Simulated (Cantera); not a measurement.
**Reactions in the system C-Cl-Ti**

Cantera with NASA thermochemical tables; ideal gases at 1 bar, condensed phases pure. Values are per mole of reaction as written; species without (g) are pure solids or liquids, kept so even where they would boil at 1 bar. TiC: taken at fixed stoichiometry.

CCl₄(g) + TiCl₃ = 7 Cl(g) + TiC

```tsv
T (K)	ΔH° (kJ)	ΔS° (J/K)	ΔG° (kJ)	log10 K
398	1483.2	732.7	1191.6	-156.39
473	1483.8	733.9	1136.6	-125.52
548	1484.3	734.9	1081.5	-103.09
623	1484.7	735.7	1026.4	-86.06
698	1485.0	736.1	971.2	-72.68
773	1485.2	736.3	916.0	-61.90
848	1485.2	736.3	860.8	-53.02
```
